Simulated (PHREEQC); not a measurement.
# Alkaline etch or developer: speciation

Make-up at 70 °C: 0.308 mol/kgw TMAH, 2.8e-06 mol/kgw H4SiO4 and 0.00023 mol/kgw (CH3)4NCl. Closed to the air; pH follows from the charge balance.

All values are PHREEQC results (ion-association model, phreeqc.dat), not measurements.

No solid was allowed to form.

Question: Estimate the pH.

Answer: pH 12.10.

Question: In which forms is Si present?

Answer: H2SiO4-2 69 %, H3SiO4- 31 % of the Si.

(CH3)4N+ isn't in the database: it is added as a free cation with an ion size of 4 Å. At this temperature some constants are extrapolated from 25 °C, and those without enthalpy data are left unchanged.
